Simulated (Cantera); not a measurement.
FeS + SO3 + N2 (roasting and sulfation)

A closed system holds: 1 mol FeS, 4.1 mol SO3, 3.3 mol N2, at 1327 °C and 100000 Pa.

Cantera equilibrium calculation (NASA polynomials, part measured and part estimated; ideal gas, pure solids and liquids). Candidate condensed phases: Fe, FeO, FeS, FeSO4, FeS2, Fe2O3, Fe2(SO4)3, Fe3O4, S; 19 gas species. Equilibrium is a limit: real reactors are often held back by kinetics, nucleation or transport.

x(SO2): 0.579
x(N2): 0.376
x(O2): 0.0420
x(SO3): 0.00275
x(NO): 0.000598
x(SO): 4.50e-6
x(O): 2.97e-6
x(NO2): 1.08e-6
n(Fe3O4(s)): 0.333 mol
gas amount: 8.771 mol
log10 activity of Fe(γ) (absent): -5.73
log10 activity of S(l) (absent): -8.16
